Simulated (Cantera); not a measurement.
Charge: 1 mol SiO2, 5.2 mol HBr, 1.8 mol H2, at 0.100 bar.

Cantera equilibrium calculation (NASA polynomials, part measured and part estimated; ideal gas, pure solids and liquids). Candidate condensed phases: Br2, H2O, Si, SiO2; 28 gas species. The tables hold silica as quartz up to 1696 K and as liquid above; real silica turns to tridymite and cristobalite and melts near 1996 K. Rates play no part.

x: gas mole fraction; n: condensed amount in mol.

```csv
T (°C),x HBr,x H2,x Br,x H2O,x SiBr4,x Br2,n SiO2(α-quartz),n SiO2(β-quartz)
375,0.743,0.257,9.18e-10,(withheld),4.80e-7,8.81e-10,1.000,0
475,0.743,0.257,3.86e-8,(withheld),1.75e-6,1.24e-8,1.000,0
575,0.743,0.257,6.77e-7,(withheld),4.65e-6,9.48e-8,0,1.000
675,0.743,0.257,6.54e-6,(withheld),9.97e-6,4.74e-7,0,1.000
775,0.743,0.257,4.12e-5,(withheld),1.84e-5,1.75e-6,0,1.000
875,0.742,0.257,0.000189,(withheld),3.03e-5,5.17e-6,0,1.000
975,0.742,0.257,0.000681,(withheld),4.55e-5,1.28e-5,0,1.000
```

Question: What belongs in the gaps?

Answer: 
- 375, x H2O: 9.60e-7
- 475, x H2O: 3.49e-6
- 575, x H2O: 9.30e-6
- 675, x H2O: 2.00e-5
- 775, x H2O: 3.69e-5
- 875, x H2O: 6.12e-5
- 975, x H2O: 9.38e-5
